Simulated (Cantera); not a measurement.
A closed system holds: 1 mol C3H6, 9.6 mol H2, equilibrated at 302 °C.

Method: chemical equilibrium by Gibbs-energy minimisation in Cantera with the NASA 1993 tables (ideal gas, pure condensed phases). Candidate condensed phases: C, C6H6, C7H8, C8H18; 76 gas species. The ideal-gas law is rough above about 30 bar. Rates play no part.

Q: Which condensed phases are stable at each of these points (P (Pa)): 10, 46, 220, 1000, 4600, 22000, 100000, 460000, 2200000, 10000000?

A: 
```json
[
 {"P (Pa)": "10", "condensed phases": "C(graphite)", "C condensed (%)": "92.3"},
 {"P (Pa)": "46", "condensed phases": "C(graphite)", "C condensed (%)": "70.3"},
 {"P (Pa)": "220", "condensed phases": "C(graphite)", "C condensed (%)": "17.6"},
 {"P (Pa)": "1000", "condensed phases": "gas only", "C condensed (%)": "0.0"},
 {"P (Pa)": "4600", "condensed phases": "gas only", "C condensed (%)": "0.0"},
 {"P (Pa)": "22000", "condensed phases": "gas only", "C condensed (%)": "0.0"},
 {"P (Pa)": "100000", "condensed phases": "gas only", "C condensed (%)": "0.0"},
 {"P (Pa)": "460000", "condensed phases": "gas only", "C condensed (%)": "0.0"},
 {"P (Pa)": "2200000", "condensed phases": "gas only", "C condensed (%)": "0.0"},
 {"P (Pa)": "10000000", "condensed phases": "gas only", "C condensed (%)": "0.0"}
]
```

From 10.0 Pa to 2.20 mbar the condensed part is C(graphite). From 10.0 mbar to 100 bar nothing is condensed.
